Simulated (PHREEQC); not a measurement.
A solution holds 0.079 mmol/kgw CaSO4, 190 mmol/kgw Na2SO4 and 0.21 mmol/kgw KCl, at 25 °C. Closed to the air; pH follows from the charge balance.

Computed with PHREEQC (ion-association model, phreeqc.dat).

This is a speciation only: nothing precipitates in the calculation.

### Question
Estimate the ionic strength, activity of water.

### Answer
ionic strength 0.470 mol/kgw; activity of water 0.991.

### Question
In which forms is Ca present?

### Answer
CaSO4 55 %, Ca+2 45 % of the Ca.
